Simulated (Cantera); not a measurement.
Gas mixture: 24.0 % N2, 76.0 % NO, at 0.105 Torr, frozen composition.

Cantera's kinetic-theory transport with the Lennard-Jones parameters of GRI-Mech 3.0, ideal gas; thermal conductivity in the mixture-averaged form.

One state of this run: ρ (kg/m³) = 5.52e-5; cp (J/kg/K) = 1121; μ (µPa s) = 39.8; λ (mW/m/K) = 63.0; Pr = 0.708; D (cm²/s) NH3 = 11700; D (cm²/s) C2H2 = 8140; D (cm²/s) CH3 = 10700. D: mixture-averaged diffusion coefficient of that species in the mixture.

**Question.** Which value of T (K) does it belong to?
A. 900
B. 1000
C. 600
D. 800

**Answer.** A, 900
